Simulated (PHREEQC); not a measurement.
A solution holds 0.0086 mol H2SO4 per kg of water, at 25 °C. Closed to the air; pH follows from the charge balance.

The numbers come from PHREEQC with the ion-association model, phreeqc.dat.

Each row changes one thing in this solution. This is a speciation only: nothing precipitates in the calculation.

```json
[
 {"case": "as made", "pH": "1.92", "ionic strength (mol/kgw)": "0.0182", "SO4-2 (mol/kgw)": "0.00481", "HSO4- (mol/kgw)": "0.00380"},
 {"case": "diluted 100-fold with water", "pH": "3.78", "ionic strength (mol/kgw)": "0.000255", "SO4-2 (mol/kgw)": "8.47e-5", "HSO4- (mol/kgw)": "1.31e-6"},
 {"case": "H2SO4 from 0.0086 to 0.0129 mol/kgw", "pH": "1.77", "ionic strength (mol/kgw)": "0.0255", "SO4-2 (mol/kgw)": "0.00628", "HSO4- (mol/kgw)": "0.00662"},
 {"case": "8.7e-05 mol/kgw HBr added", "pH": "1.92", "ionic strength (mol/kgw)": "0.0183", "SO4-2 (mol/kgw)": "0.00479", "HSO4- (mol/kgw)": "0.00381"},
 {"case": "H2SO4 from 0.0086 to 0.0172 mol/kgw", "pH": "1.67", "ionic strength (mol/kgw)": "0.0322", "SO4-2 (mol/kgw)": "0.00752", "HSO4- (mol/kgw)": "0.00968"},
 {"case": "diluted 5-fold with water", "pH": "2.54", "ionic strength (mol/kgw)": "0.00452", "SO4-2 (mol/kgw)": "0.00140", "HSO4- (mol/kgw)": "0.000321"},
 {"case": "0.0023 mol/kgw HCl added", "pH": "1.86", "ionic strength (mol/kgw)": "0.0200", "SO4-2 (mol/kgw)": "0.00454", "HSO4- (mol/kgw)": "0.00406"},
 {"case": "H2SO4 from 0.0086 to 0.00946 mol/kgw", "pH": "1.89", "ionic strength (mol/kgw)": "0.0197", "SO4-2 (mol/kgw)": "0.00513", "HSO4- (mol/kgw)": "0.00434"},
 {"case": "H2SO4 from 0.0086 to 0.0043 mol/kgw", "pH": "2.18", "ionic strength (mol/kgw)": "0.0101", "SO4-2 (mol/kgw)": "0.00292", "HSO4- (mol/kgw)": "0.00138"}
]
```

Species that the database lacks are ignored.
